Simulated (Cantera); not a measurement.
A closed system holds: 1 mol AlCl3, 7.5 mol N2O, 6 mol N2, equilibrated at 750 Torr.

Method: chemical equilibrium by Gibbs-energy minimisation in Cantera with the NASA 1993 tables (ideal gas, pure condensed phases). Candidate condensed phases: Al, AlCl3, AlN, Al2O3; 24 gas species. Equilibrium is a limit: real reactors are often held back by kinetics, nucleation or transport. All values below are at 2123 K.

Base state: N2 0.697, O2 0.152, Cl 0.128, Cl2 0.0125, NO 0.00842, ClO 0.000691, AlCl3 0.000648, O 0.000634 (mole fractions); condensed: Al2O3(s).

Task: What changes in the equilibrium state with this change: N2O from 7.5 to 3.1 mol?

Result: 
| species | before | after |
|---|---|---|
| N2 | 0.697 | 0.723 |
| Cl | 0.128 | 0.180 |
| O2 | 0.152 | 0.0631 |
| Cl2 | 0.0125 | 0.0244 |
| AlCl3 | 0.000648 | 0.00342 |
| AlCl2 | 3.24e-6 | 1.22e-5 |
| NO2 | 1.02e-5 | 4.33e-6 |
| AlOCl | 1.88e-5 | 3.28e-5 |
| O | 0.000634 | 0.000409 |
| Al2O3(s), mol | 0.494 | 0.478 |
The tables' values for AlCl2 are old estimates; treat these amounts as uncertain.

Task: What changes in the equilibrium state with this change: AlCl3 replaced by Al(CH3)3?

Result: 
```
species          before     after
-------------  --------  --------
N2                0.697     0.642
CO                    0     0.116
H2O                   0     0.115
O2                0.152   6.66e-7
Cl                0.128         0
H2                    0    0.0980
CO2                   0    0.0271
Cl2              0.0125         0
AlCl3          0.000648         0
H                     0   0.00112
ClO            0.000691         0
OH                    0  0.000164
AlOCl           1.88e-5         0
NO2             1.02e-5     <1e-9
Al2O3(s), mol     0.494     0.500
```
The feed counts by its element totals alone. Gases not in the tables: Al(OH)3. Further candidate phases: C, C6H6, C7H8, C8H18, H2O.
